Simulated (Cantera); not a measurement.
Input: 1 mol Fe₃O₄, 3 mol CO, 3.4 mol H₂, held at 76.0 mbar.

Method: chemical equilibrium by Gibbs-energy minimisation in Cantera with the NASA 1993 tables (ideal gas, pure condensed phases). Candidate condensed phases: C, C₆H₆, C₇H₈, C₈H₁₈, Fe, Fe(CO)₅, FeO, Fe(OH)₂, Fe(OH)₃, Fe₂O₃, Fe₃O₄, H₂O; 114 gas species. Each liquid is taken as pure. Mutual solubility and eutectic melting of coexisting phases are not modelled. The tables' stoichiometric FeO is somewhat more stable than real wüstite, so its field is too wide. FeO: taken at fixed stoichiometry. The numbers say what is thermodynamically allowed, not how fast it happens.

Task: What share of the Fe ends up in condensed phases as a function of T (K), at 1823, 1873, 1923, 1973, 2023, 2073, 2123, 2173, 2223, 2273?

Result: 
| T (K) | Fe condensed (%) | as |
|---|---|---|
| 1823 | 99.9 | Fe(l) + FeO(l) |
| 1873 | 99.8 | Fe(l) + FeO(l) |
| 1923 | 99.6 | Fe(l) + FeO(l) |
| 1973 | 99.2 | Fe(l) + FeO(l) |
| 2023 | 98.6 | Fe(l) + FeO(l) |
| 2073 | 97.7 | Fe(l) + FeO(l) |
| 2123 | 96.1 | Fe(l) + FeO(l) |
| 2173 | 93.6 | Fe(l) + FeO(l) |
| 2223 | 89.7 | Fe(l) + FeO(l) |
| 2273 | 85.1 | FeO(l) |
